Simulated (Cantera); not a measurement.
A counterflow diffusion flame at 1.30 bar, nozzles 20 mm apart: fuel side CH₄ = 1 (molar parts) at 475 K, oxidiser side O₂ : N₂ = 0.21 : 0.79 (molar parts) at 473 K, fuel mass flux 0.81 times the oxidiser's; mixture-averaged transport, no radiation.

Detailed kinetics in Cantera: GRI-Mech 3.0 (53 species, 325 reactions). GRI-Mech 3.0 has no aromatics or soot, which form on the fuel side of real flames. The maximum strain rate includes the flame's own expansion and is several times the mean.

x: mole fraction; the columns are a selection and need not sum to one.

```
oxidiser flux (kg/m²/s)  max strain (1/s)  mean strain (1/s)  T max (K)  peak x OH  peak x H   peak x NO  peak x CO  peak x C₂H₂
-----------------------  ----------------  -----------------  ---------  ---------  --------  ----------  ---------  -----------
0.33                                  190               42.6       2141    0.00782   0.00367    0.000284     0.0534       0.0143
0.42                                  235               54.2       2131    0.00784   0.00379    0.000269     0.0527       0.0135
0.55                           (withheld)               71.0       2121    0.00786   0.00395    0.000253     0.0523       0.0128
0.71                                  376               91.7       2112    0.00786   0.00408    0.000236     0.0519       0.0121
0.92                                  475                119       2101    0.00781   0.00421    0.000216     0.0516       0.0114
1.2                            (withheld)                155       2089    0.00773   0.00433  (withheld)     0.0514       0.0107
1.5                                   742                194       2076    0.00760   0.00440    0.000172     0.0512       0.0100
2                                     968                258       2059    0.00738   0.00446    0.000144     0.0512      0.00916
2.6                                  1240                336       2039    0.00708   0.00445    0.000116     0.0513      0.00824
3.4                                  1590                439       2013    0.00664   0.00434     8.72e-5     0.0514      0.00709
```

Task: Some entries are withheld; supply them.

Result: 
- 0.55, max strain (1/s): 299
- 1.2, max strain (1/s): 605
- 1.2, peak x NO: 0.000193
